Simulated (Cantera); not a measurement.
A freely propagating, adiabatic, planar premixed flame of 33.1 % H2, 17.6 % O2, 49.3 % N2, unburnt at 675 K and 3.75 atm; mixture-averaged transport, grid criteria slope 0.08 and curve 0.16, no radiation.

Model: the H2/O2 subset of GRI-Mech 3.0, which has no nitrogen chemistry, integrated in Cantera. The hydrogen kinetics of GRI-Mech 3.0 are dated; newer H2 mechanisms differ, most at raised pressure. Burning velocities carry a grid error of a few per cent, more on coarse grids.

Problem. Predict: laminar burning velocity; thermal thickness; peak x(H2O2); peak x(OH); peak x(H); peak x(O).

Solution. laminar burning velocity: 1150 cm/s
thermal thickness: 0.0797 mm
peak x(H2O2): 4.36e-5
peak x(OH): 0.0289
peak x(H): 0.0513
peak x(O): 0.0163
